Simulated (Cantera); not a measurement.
Input: 1 mol SiC, 0.13 mol C, 0.22 mol H2, held at 1673.15 K and 0.143 Torr.

Cantera equilibrium calculation (NASA polynomials, part measured and part estimated; ideal gas, pure solids and liquids). Candidate condensed phases: C, C6H6, C7H8, C8H18, Si, SiC; 87 gas species. Equilibrium is a limit: real reactors are often held back by kinetics, nucleation or transport.

Q: What is the equilibrium state?

A: 
```
Item                                  Result
--------------------------------  ----------
x(H2)                                  0.992
x(H)                                 0.00824
x(C2H2 (acetylene))                  5.66e-5
x(Si)                                2.95e-5
n(C(graphite))                     0.130 mol
n(SiC(s))                          1.000 mol
gas amount                        0.2209 mol
log10 activity of Si(s) (absent)       -1.87
```
